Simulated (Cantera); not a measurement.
Charge: 1 mol SiH₄, 0.36 mol Cl₂, 22 mol H₂, at 0.0110 bar.

Cantera equilibrium calculation (NASA polynomials, part measured and part estimated; ideal gas, pure solids and liquids). Candidate condensed phases: Si; 19 gas species. The tables' values for SiCl₃ are old estimates; treat these amounts as uncertain. Equilibrium is a limit: real reactors are often held back by kinetics, nucleation or transport. All values below are at 1398 K.

Base state: H₂ 0.972, HCl 0.0255, SiCl₂ 0.00197, H 4.45e-5, SiCl₃ 2.70e-5 (mole fractions); condensed: Si(s).

Problem. What changes in the equilibrium state with this change: H₂ from 22 to 58 mol?

Solution. 
```
species      before     after
----------  -------  --------
H₂            0.972     0.988
HCl          0.0255    0.0112
SiCl₂       0.00197  0.000372
SiCl₃       2.70e-5   2.21e-6
H           4.45e-5   4.49e-5
Si(s), mol    0.951     0.977
```

Problem. What changes in the equilibrium state with this change: SiH₄ replaced by SiCl₄?

Solution. 
```
species      before     after
----------  -------  --------
H₂            0.972     0.851
HCl          0.0255     0.108
SiCl₂       0.00197    0.0378
SiCl₄       1.58e-6  0.000620
SiCl₃       2.70e-5   0.00234
SiHCl₃      4.23e-6  0.000343
SiH₂Cl₂     1.70e-6   2.85e-5
H           4.45e-5   4.16e-5
Si(s), mol    0.951         0
```

Problem. What changes in the equilibrium state with this change: Cl₂ from 0.36 to 0.12 mol?

Solution. 
```csv
species,before,after
H₂,0.972,0.990
HCl,0.0255,0.00942
SiCl₂,0.00197,0.000264
SiCl₃,2.70e-5,1.32e-6
H,4.45e-5,4.49e-5
"Si(s), mol",0.951,0.994
```
